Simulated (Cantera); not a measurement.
Ignition delay

Mixture: H₂ : O₂ : N₂ = 1 : 0.312 : 2.09 (molar parts), equivalence ratio 1.6, at 0.450 bar, adiabatic and at constant pressure. Ignition delay is the time to a rise of 400 K.

Model: the H2/O2 subset of GRI-Mech 3.0, which has no nitrogen chemistry, integrated in Cantera. Where the delays flatten at high temperature, the 400 K rule measures the pace of heat release, not the induction time.

| T0 (K) | delay (ms) |
|---|---|
| 1050 | 0.396 |
| 1125 | 0.245 |
| 1200 | 0.174 |
| 1275 | 0.138 |
| 1350 | 0.119 |
| 1425 | 0.111 |
| 1500 | 0.110 |
| 1575 | 0.113 |
